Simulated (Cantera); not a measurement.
# Reactions in the system C-N-O

Source: NASA polynomial tables (part measured, part estimated), evaluated in Cantera. Values are per mole of reaction as written; species without (g) are pure solids or liquids, kept so even where they would boil at 1 bar.

2 NO(g) + C → CO(g) + N2O(g)

| T (K) | ΔH° (kJ) | ΔS° (J/K) | ΔG° (kJ) | log10 K |
|---|---|---|---|---|
| 525 | -211.4 | -9.5 | -206.5 | 20.54 |
| 575 | -211.4 | -9.5 | -206.0 | 18.71 |
| 625 | -211.5 | -9.5 | -205.5 | 17.17 |
| 675 | -211.5 | -9.6 | -205.0 | 15.87 |
| 725 | -211.5 | -9.7 | -204.5 | 14.74 |
| 775 | -211.6 | -9.7 | -204.1 | 13.75 |
| 825 | -211.6 | -9.8 | -203.6 | 12.89 |
| 875 | -211.7 | -9.8 | -203.1 | 12.12 |
| 925 | -211.7 | -9.9 | -202.6 | 11.44 |
| 975 | -211.8 | -10.0 | -202.1 | 10.83 |
| 1025 | -211.9 | -10.0 | -201.6 | 10.27 |
